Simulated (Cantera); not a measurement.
Input (Python, Cantera):

```python
import numpy as np
import cantera as ct

gas = ct.Solution("gri30.yaml", transport_model="multicomponent")
show = ['O', 'H2O', 'OH']

rows = []
print(f"{'T/K':>7s}{'rho':>11s}{'cp':>10s}{'mu':>11s}{'lambda':>11s}{'Pr':>7s}" + "".join(f"{'D_' + s:>11s}" for s in show))
for T in [400, 650, 900, 1150, 1400, 1650, 1900, 2150]:
    gas.TPX = T, 1200, {'CH3OH': 0.82, 'CO2': 0.72, 'C2H6': 0.56, 'NH3': 0.82}
    Pr = gas.cp_mass * gas.viscosity / gas.thermal_conductivity
    D = [gas.mix_diff_coeffs_mole[gas.species_index(s)] for s in show]
    rows.append([gas.density, gas.cp_mass, gas.viscosity, gas.thermal_conductivity, Pr, *D])
    print(f"{T:7g}{gas.density:11.4e}{gas.cp_mass:10.1f}{gas.viscosity:11.4e}"
          f"{gas.thermal_conductivity:11.4e}{Pr:7.3f}" + "".join(f"{d:11.4e}" for d in D))
print("SI units: kg/m3, J/kg/K, Pa s, W/m/K, m2/s")
```

Output:

```
    T/K        rho        cp         mu     lambda     Pr        D_O      D_H2O       D_OH
    400 1.0969e-02    1577.7 1.4998e-05 3.2671e-02  0.724 3.8110e-03 2.4709e-03 3.7369e-03
    650 6.7499e-03    2079.0 2.3448e-05 6.6848e-02  0.729 8.9940e-03 6.4609e-03 8.8190e-03
    900 4.8749e-03    2437.3 3.0812e-05 1.0270e-01  0.731 1.5725e-02 1.1984e-02 1.5419e-02
   1150 3.8151e-03    2716.1 3.7342e-05 1.3864e-01  0.732 2.3811e-02 1.8812e-02 2.3347e-02
   1400 3.1339e-03    2916.7 4.3249e-05 1.7258e-01  0.731 3.3129e-02 2.6793e-02 3.2484e-02
   1650 2.6590e-03    3065.9 4.8682e-05 2.0451e-01  0.730 4.3595e-02 3.5822e-02 4.2747e-02
   1900 2.3092e-03    3176.4 5.3750e-05 2.3435e-01  0.729 5.5145e-02 4.5824e-02 5.4071e-02
   2150 2.0407e-03    3258.5 5.8531e-05 2.6225e-01  0.727 6.7729e-02 5.6740e-02 6.6410e-02
SI units: kg/m3, J/kg/K, Pa s, W/m/K, m2/s
```

Computed with Cantera and GRI-Mech 3.0 (53 species, 325 reactions). Polar gases are described roughly by these parameters. The composition is frozen, though it would react at the higher temperatures.
